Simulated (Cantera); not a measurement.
A closed system holds: 1 mol PbO, 3.4 mol C, 3.7 mol N2, at 825 K and 0.000120 bar.

Method: chemical equilibrium by Gibbs-energy minimisation in Cantera with the NASA 1993 tables (ideal gas, pure condensed phases). Candidate condensed phases: C, Pb, PbO, PbO2, Pb3O4; 27 gas species. The numbers say what is thermodynamically allowed, not how fast it happens.

Base state: N2 0.786, CO 0.212, Pb 0.00120, CO2 0.000243 (mole fractions); condensed: C(graphite) + Pb(l).

Task: What changes in the equilibrium state with this change: temperature from 825 K to 1075 K?

Result: 
```csv
species,before,after
N2,0.786,0.649
Pb,0.00120,0.175
CO,0.212,0.175
CO2,0.000243,5.02e-7
"C(graphite), mol",2.40,2.40
"Pb(l), mol",0.994,0
```

Task: What changes in the equilibrium state with this change: 0.0046 mol CH4 added?

Result: 
| species | before | after |
|---|---|---|
| N2 | 0.786 | 0.785 |
| CO | 0.212 | 0.212 |
| H2 | 0 | 0.00195 |
| Pb | 0.00120 | 0.00120 |
| CO2 | 0.000243 | 0.000242 |
| C(graphite), mol | 2.40 | 2.41 |
| Pb(l), mol | 0.994 | 0.994 |
Further candidate phases: C6H6, C7H8, C8H18, H2O.

Task: What changes in the equilibrium state with this change: pressure from 0.000120 bar to 0.100 bar?

Result: 
| species | before | after |
|---|---|---|
| N2 | 0.786 | 0.832 |
| CO | 0.212 | 0.112 |
| CO2 | 0.000243 | 0.0564 |
| Pb | 0.00120 | 1.43e-6 |
| C(graphite), mol | 2.40 | 2.65 |
| Pb(l), mol | 0.994 | 1.000 |
